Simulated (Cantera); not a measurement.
Feed: 1 mol C3H6, 0.28 mol O2, 14 mol H2, equilibrated at 8.50 bar.

Equilibrium computed with Cantera from the NASA thermochemical tables; the gas is ideal and each condensed phase is pure. Candidate condensed phases: C, C6H6, C7H8, C8H18, H2O; 110 gas species. Equilibrium is a limit: real reactors are often held back by kinetics, nucleation or transport.

**Question.** What share of the C ends up in condensed phases as a function of T (K), at 950, 1050, 1150, 1250, 1350, 1450, 1550, 1650, 1750, 1850, 1950, 2050?

**Answer.** 
| T (K) | C condensed (%) | as |
|---|---|---|
| 950 | 0.0 | - |
| 1050 | 0.0 | - |
| 1150 | 16.4 | C(graphite) |
| 1250 | 42.9 | C(graphite) |
| 1350 | 58.6 | C(graphite) |
| 1450 | 67.5 | C(graphite) |
| 1550 | 72.4 | C(graphite) |
| 1650 | 75.3 | C(graphite) |
| 1750 | 77.1 | C(graphite) |
| 1850 | 78.0 | C(graphite) |
| 1950 | 78.4 | C(graphite) |
| 2050 | 78.4 | C(graphite) |
